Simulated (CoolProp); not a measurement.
A single-stage vapour-compression cycle with R22: evaporating at 313.15 K (dew point), condensing at 337.15 K (bubble point), superheat 8 K, subcooling 5 K, compressor efficiency 0.8, no pressure losses. Each further row changes one setting.

Model: reference Helmholtz-energy equation of state, Kamei 1995, in CoolProp.

| case | cooling COP | pressure ratio | discharge temperature (K) | refrigerating effect (kJ/kg) | volumetric capacity (kJ/m³) |
|---|---|---|---|---|---|
| as stated | 8.73 | 1.72 | 357.4 | 148 | 9250 |
| evaporating temperature 318.15 K | 11.4 | 1.53 | 354.7 | 149 | 10600 |
| condensing temperature 332.15 K | 11.4 | 1.55 | 350.0 | 155 | 9690 |
| subcooling 10 K | 9.16 | 1.72 | 357.4 | 155 | 9700 |
| superheat 18 K | 8.68 | 1.72 | 367.5 | 157 | 9220 |
| compressor efficiency 0.7 | 7.64 | 1.72 | 359.7 | 148 | 9250 |
